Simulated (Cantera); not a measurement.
A freely propagating, adiabatic, planar premixed flame of 3.81 % C3H8, 21.9 % O2, 74.3 % N2, equivalence ratio 0.87, unburnt at 625 K and 1000000 Pa; mixture-averaged transport, grid criteria slope 0.08 and curve 0.16, no radiation.

Computed with Cantera and GRI-Mech 3.0 (53 species, 325 reactions). GRI-Mech 3.0 was tuned for natural gas; its chemistry of propane as a main component is partial and can be far from experiment. Burning velocities carry a grid error of a few per cent, more on coarse grids.

Task: Predict: laminar burning velocity; thermal thickness; peak x(HCO); peak x(CH2); peak x(H); peak x(C2H2).

Result: 
```json
{
 "laminar_burning_velocity": "97.6 cm/s",
 "thermal_thickness": "0.0391 mm",
 "peak x(HCO)": "5.54e-5",
 "peak x(CH2)": "4.04e-5",
 "peak x(H)": "0.00263",
 "peak x(C2H2)": "0.000895"
}
```
